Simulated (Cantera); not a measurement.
**Hydrocarbon pyrolysis for carbon deposition**

An isothermal, constant-pressure homogeneous reactor starts with 17.5 % CH4, 82.5 % N2, at 1675 K and 6.90 Torr.

Detailed kinetics in Cantera: GRI-Mech 3.0 (53 species, 325 reactions). GRI-Mech 3.0 stops at C3 and has no aromatics, soot or wall deposition, so with more carbon than oxygen in the feed, carbon stays in small species such as C2H2 where larger ones or solid carbon would form. Radical loss at walls, strong at low pressure, is not modelled.

```
t (s)       x CH4    x C2H2       x H     x C2H    x C2H6
--------  -------  --------  --------  --------  --------
1.00e-5     0.175    <1e-12   1.22e-7    <1e-12    <1e-12
4.53e-5     0.175    <1e-12   2.81e-7    <1e-12    <1e-12
0.000205    0.175    <1e-12   3.15e-7    <1e-12  1.09e-11
0.000928    0.175  1.41e-11   3.16e-7    <1e-12   1.08e-9
0.00420     0.175   7.49e-9   3.44e-7    <1e-12   7.61e-8
0.0190      0.175   3.58e-6   9.31e-7  2.72e-11   2.92e-6
0.0862      0.159   0.00180   1.91e-5   1.09e-8   4.69e-5
0.390      0.0629    0.0457  0.000154   2.47e-7   1.81e-5
1.77       0.0119    0.0693  0.000309   5.08e-7   1.11e-6
8.00      0.00116    0.0741  0.000526   8.68e-7   2.09e-8
```
x: mole fraction; the columns are a selection and need not sum to one.

Equilibrium at this temperature and pressure: CH4 2.76e-5, C2H2 0.0328, H 0.000576, C2H 4.19e-7, C2H6 2.14e-11 (gas phase only).
